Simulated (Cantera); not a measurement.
**Premixed flame**

A freely propagating, adiabatic, planar premixed flame of 8.42 % C₂H₆, 21.0 % O₂, 63.1 % N₂, 7.41 % H₂O, equivalence ratio 1.4, unburnt at 450 K and 890000 Pa; mixture-averaged transport, grid criteria slope 0.08 and curve 0.16, no radiation.

Computed with Cantera and GRI-Mech 3.0 (53 species, 325 reactions). Burning velocities carry a grid error of a few per cent, more on coarse grids.

```tsv
z (mm)	T (K)	u (m/s)	x C₂H₆	x O₂	x H₂O	x HCO	x CH₂O	x H
-0.227	450	0.346	0.0839	0.210	0.0739	<1e-8	1.08e-7	<1e-8
-0.152	454	0.350	0.0835	0.208	0.0741	<1e-8	1.91e-6	<1e-8
-0.114	469	0.365	0.0827	0.206	0.0759	<1e-8	1.49e-5	<1e-8
-0.0758	578	0.456	0.0788	0.193	0.0883	<1e-8	0.000165	<1e-8
-0.0379	1050	0.863	0.0532	0.140	0.137	2.97e-8	0.00132	9.14e-7
-0.0189	1467	1.24	0.0213	0.0886	0.179	5.59e-6	0.00208	9.93e-5
0	1851	1.60	0.00146	0.0394	0.215	1.49e-5	0.000666	0.000863
0.0189	2056	1.79	2.89e-5	0.0145	0.231	6.22e-6	0.000165	0.00163
0.0379	2141	1.86	4.10e-6	0.00540	0.235	2.77e-6	7.07e-5	0.00173
0.0758	2193	1.90	5.13e-7	0.000991	0.234	7.62e-7	2.11e-5	0.00131
0.152	2212	1.91	7.01e-8	8.98e-5	0.231	2.27e-7	6.03e-6	0.000780
0.303	2216	1.92	1.30e-8	6.19e-6	0.229	1.22e-7	2.23e-6	0.000554
0.606	2216	1.92	<1e-8	2.23e-6	0.229	9.87e-8	7.30e-7	0.000511
```
x: mole fraction of selected species; z is measured from the peak of heat release.

The laminar burning velocity comes out as 34.5 cm/s and the thermal thickness is 0.0758 mm. The peak x(HCO) comes out as 1.62e-5 and the peak x(CH₂O) is 0.00210. The peak x(H) is 0.00175 and the grid points is 147.
